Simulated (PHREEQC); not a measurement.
A solution holds 0.27 mol/kgw HF, 0.0018 mol/kgw KF and 0.0083 mol/kgw H2SiF6, at 55 °C. Closed to the air; pH follows from the charge balance.

All values are PHREEQC results (ion-association model, phreeqc.dat), not measurements.

Precipitation was switched off in this run.

Question: Predict the pH, ionic strength.

Answer: pH 1.65; ionic strength 0.0360 mol/kgw.

Question: In which forms is F present?

Answer: HF 79 %, SiF6-2 15 %, HF2- 3.7 %, F- 1.6 % of the F.

At this temperature some constants are extrapolated from 25 °C, and those without enthalpy data are left unchanged. SiF6-2 is the database's only silicon fluoride.
